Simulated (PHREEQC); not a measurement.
0.31 g of hydrous ferric oxide (600 m²/g; 0.2 weak and 0.005 strong sites per Fe, Dzombak-Morel constants, diffuse double layer) in 1 kg of water with 0.01 mol/kgw of an inert sodium salt and 0.0068 mmol/kgw SrCl2 and 0.085 mmol/kgw NaF, at 25 °C; the pH is set by adding NaOH or the inert anion's acid. O2 is buffered at 0.21 atm. The system is closed to CO2. No solid was allowed to form.

Base run: PHREEQC, ion-association model, wateq4f.dat. Each further column changes one thing. The table gives F sorbed (%).

```tsv
pH	base	no electrostatic term (-no_edl)	background salt from 0.01 to 0.001 mol/kgw	oxide from 0.31 to 1.6 g/kgw	0.0031 mol/kgw H3BO3 added
4	93.9	1.4	97.7	99.0	93.9
5	84.1	1.6	90.9	97.3	83.9
6	54.3	1.6	62.4	88.1	53.9
7	17.0	1.9	19.6	52.3	16.8
8	2.6	2.1	2.8	12.0	2.6
9	0.3	1.1	0.3	1.6	0.3
10	0.0	0.2	0.0	0.2	0.0
```

 Real BF4- forms and hydrolyses slowly; the run takes it at equilibrium.
